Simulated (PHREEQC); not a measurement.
Make-up at 25 °C: 0.28 mol/kgw HF, 0.00026 mol/kgw KF and 0.0046 mol/kgw H2SiF6. Closed to the air; pH follows from the charge balance.

Equilibrium calculation in PHREEQC: ion-association model, wateq4f.dat.

Precipitation was switched off in this run.

Task: Order these F species by the share of F that they hold, largest first: SiF6-2, F-, H2F2, HF, HF2-.

Result: HF (48 %), H2F2 (38 %), SiF6-2 (9.0 %), HF2- (2.5 %), F- (2.2 %)

The pH is 1.76 and the ionic strength 0.0244 mol/kgw. wateq4f.dat counts part of the HF as a dimer, H2F2, which phreeqc.dat doesn't know; its constant is uncertain. SiF6-2 is the database's only silicon fluoride.
